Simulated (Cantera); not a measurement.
# Adiabatic ignition

An adiabatic, constant-volume homogeneous reactor starts with 5.67 % CO, 0.375 % H2, 2.78 % CH4, 19.2 % O2, 72.0 % N2, at 1750 K and 5.00 bar.

Cantera simulation using GRI-Mech 3.0 (53 species, 325 reactions); the numbers are that mechanism's predictions, not measurements.

| t (s) | T (K) | P (bar) | x CO | x H2 | x CH4 | x C2H4 | x C2H2 | x H |
|---|---|---|---|---|---|---|---|---|
| 6.00e-6 | 1750 | 5.00 | 0.0567 | 0.00374 | 0.0276 | 5.85e-7 | 7.26e-10 | 1.67e-6 |
| 1.34e-5 | 1755 | 5.01 | 0.0566 | 0.00377 | 0.0265 | 3.12e-5 | 1.50e-7 | 1.44e-5 |
| 2.98e-5 | 2555 | 7.28 | 0.0254 | 0.00257 | <1e-12 | <1e-12 | <1e-12 | 0.00370 |
| 6.64e-5 | 2789 | 7.83 | 0.0119 | 0.00122 | <1e-12 | <1e-12 | <1e-12 | 0.000999 |
| 0.000148 | 2784 | 7.82 | 0.0117 | 0.00120 | <1e-12 | <1e-12 | <1e-12 | 0.000968 |
| 0.000329 | 2775 | 7.79 | 0.0114 | 0.00118 | <1e-12 | <1e-12 | <1e-12 | 0.000928 |
| 0.000734 | 2763 | 7.75 | 0.0111 | 0.00115 | <1e-12 | <1e-12 | <1e-12 | 0.000880 |
| 0.00164 | 2756 | 7.73 | 0.0109 | 0.00113 | <1e-12 | <1e-12 | <1e-12 | 0.000852 |
| 0.00364 | 2754 | 7.72 | 0.0109 | 0.00113 | <1e-12 | <1e-12 | <1e-12 | 0.000847 |
| 0.00812 | 2754 | 7.72 | 0.0109 | 0.00113 | <1e-12 | <1e-12 | <1e-12 | 0.000847 |
| 0.0181 | 2754 | 7.72 | 0.0109 | 0.00113 | <1e-12 | <1e-12 | <1e-12 | 0.000847 |
| 0.0403 | 2754 | 7.72 | 0.0109 | 0.00113 | <1e-12 | <1e-12 | <1e-12 | 0.000847 |
| 0.0898 | 2754 | 7.72 | 0.0109 | 0.00113 | <1e-12 | <1e-12 | <1e-12 | 0.000847 |
| 0.200 | 2754 | 7.72 | 0.0109 | 0.00113 | <1e-12 | <1e-12 | <1e-12 | 0.000847 |
x: mole fraction; the columns are a selection and need not sum to one.

| Item | Result |
|---|---|
| time of steepest temperature rise | 22.8 µs |
| temperature at 0.200 s | 2754 K |
| equilibrium temperature | 2754 K |
| x(CO) at 0.200 s | 0.0109 (gas-phase equilibrium 0.0109) |
| x(H2) at 0.200 s | 0.00113 (gas-phase equilibrium 0.00113) |
| x(CH4) at 0.200 s | <1e-12 (gas-phase equilibrium <1e-12) |
